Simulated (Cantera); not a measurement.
**Ignition delay**

Mixture: 11.8 % C2H4, 16.9 % O2, 71.1 % N2, 0.114 % CO2, equivalence ratio 2.1, at 3750 Torr, adiabatic and at constant volume. Ignition delay is the time to a rise of 400 K.

Detailed kinetics in Cantera: GRI-Mech 3.0 (53 species, 325 reactions). GRI-Mech 3.0 was tuned for natural gas; its chemistry of ethylene as a main component is partial and can be far from experiment. Where the delays flatten at high temperature, the 400 K rule measures the pace of heat release, not the induction time.

| T0 (K) | delay (ms) |
|---|---|
| 1225 | 0.447 |
| 1300 | 0.0817 |
| 1375 | 0.0226 |
| 1450 | 0.0104 |
| 1525 | 0.00624 |
| 1600 | 0.00431 |
| 1675 | 0.00321 |
| 1750 | 0.00252 |
| 1825 | 0.00204 |
| 1900 | 0.00169 |

| Item | Value |
|---|---|
| apparent activation energy between 1750 and 1900 K | 73 kJ/mol |
